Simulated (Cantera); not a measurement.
A Cantera script and what it prints.

```python
import numpy as np
import cantera as ct

gas_names = """
    AL ALCL ALCL2 ALCL3 ALH ALO ALOCL ALOH ALO2 ALO2H AL2 AL2CL6 AL2O AL2O2 CL CLO CL2 H HALO HCL HOCL
    HO2 H2 H2O H2O2 O OH O2 O3
""".split()
cond_names = """
    AL(cr) AL(L) ALCL3(s) ALCL3(L) AL2O3(a) AL2O3(L) H2O(s) H2O(L)
""".split()


# ... load() reads the species with a 1 bar reference pressure and builds the phases ...
atoms = {
    'Al2O3': {'AL': 2, 'O': 3},
    'HCl': {'H': 1, 'CL': 1},
}
top_T = {}  # K; cautious upper limits of use, not melting points


# ... equilibrate(T, P, feed) seeds the gas with the atoms and calls Mixture.equilibrate('TP', solver="vcs", rtol=1e-11, max_steps=5000) ...
results = []
feed = {'Al2O3': 1, 'HCl': 2.7}  # mol
P = 1333.22  # Pa
for T in [723, 823, 923, 1023, 1123, 1223, 1323, 1423, 1523, 1623, 1723, 1823, 1923]:
    mix = equilibrate(T, P, feed)
    results.append((T, P, feed, dict(zip(mix.species_names, mix.species_moles))))
    x = sorted(zip(gas.X, gas.species_names), reverse=True)
    print(f"T = {T:g} K  P = {P:g} Pa  gas = {mix.phase_moles(0):.4g} mol")
    print("   x: " + "  ".join(f"{s} {v:.3e}" for v, s in x if v > 0.0001))
    print("   condensed (mol): " + ("  ".join(f"{mix.phase(i).name} {mix.phase_moles(i):.4g}"
          for i in range(1, mix.n_phases) if mix.phase_moles(i) > 1e-12) or "none"))
```

Result:

```
T = 723 K  P = 1333.22 Pa  gas = 2.7 mol
   x: HCL 1.000e+00
   condensed (mol): AL2O3(a) 1
T = 823 K  P = 1333.22 Pa  gas = 2.7 mol
   x: HCL 9.999e-01
   condensed (mol): AL2O3(a) 1
T = 923 K  P = 1333.22 Pa  gas = 2.7 mol
   x: HCL 9.998e-01  H2O 1.160e-04
   condensed (mol): AL2O3(a) 0.9999
T = 1023 K  P = 1333.22 Pa  gas = 2.7 mol
   x: HCL 9.995e-01  H2O 2.623e-04  ALCL3 1.749e-04
   condensed (mol): AL2O3(a) 0.9998
T = 1123 K  P = 1333.22 Pa  gas = 2.7 mol
   x: HCL 9.990e-01  H2O 5.101e-04  ALCL3 3.401e-04
   condensed (mol): AL2O3(a) 0.9995
T = 1223 K  P = 1333.22 Pa  gas = 2.699 mol
   x: HCL 9.982e-01  H2O 8.848e-04  ALCL3 5.899e-04  CL 2.056e-04  H2 1.186e-04
   condensed (mol): AL2O3(a) 0.9992
T = 1323 K  P = 1333.22 Pa  gas = 2.7 mol
   x: HCL 9.967e-01  H2O 1.405e-03  ALCL3 9.366e-04  CL 6.264e-04  H2 3.358e-04
   condensed (mol): AL2O3(a) 0.9987
T = 1423 K  P = 1333.22 Pa  gas = 2.7 mol
   x: HCL 9.940e-01  H2O 2.079e-03  CL 1.618e-03  ALCL3 1.386e-03  H2 8.384e-04
   condensed (mol): AL2O3(a) 0.9981
T = 1523 K  P = 1333.22 Pa  gas = 2.702 mol
   x: HCL 9.896e-01  CL 3.674e-03  H2O 2.907e-03  ALCL3 1.936e-03  H2 1.871e-03
   condensed (mol): AL2O3(a) 0.9974
T = 1623 K  P = 1333.22 Pa  gas = 2.707 mol
   x: HCL 9.821e-01  CL 7.525e-03  H2O 3.875e-03  H2 3.787e-03  ALCL3 2.573e-03
   condensed (mol): AL2O3(a) 0.9965
T = 1723 K  P = 1333.22 Pa  gas = 2.715 mol
   x: HCL 9.703e-01  CL 1.415e-02  H2 7.042e-03  H2O 4.963e-03  ALCL3 3.266e-03  H 1.325e-04
   condensed (mol): AL2O3(a) 0.9955
T = 1823 K  P = 1333.22 Pa  gas = 2.729 mol
   x: HCL 9.523e-01  CL 2.474e-02  H2 1.214e-02  H2O 6.161e-03  ALCL3 3.946e-03  H 4.135e-04  ALCL2 1.496e-04
   condensed (mol): AL2O3(a) 0.9944
T = 1923 K  P = 1333.22 Pa  gas = 2.752 mol
   x: HCL 9.260e-01  CL 4.066e-02  H2 1.954e-02  H2O 7.507e-03  ALCL3 4.471e-03  H 1.140e-03  ALCL2 4.395e-04
   condensed (mol): AL2O3(a) 0.993
```

Method: chemical equilibrium by Gibbs-energy minimisation in Cantera with the NASA 1993 tables (ideal gas, pure condensed phases). The tables' values for AlCl2 are old estimates; treat these amounts as uncertain. Condensed phases not in the tables: AlOCl.
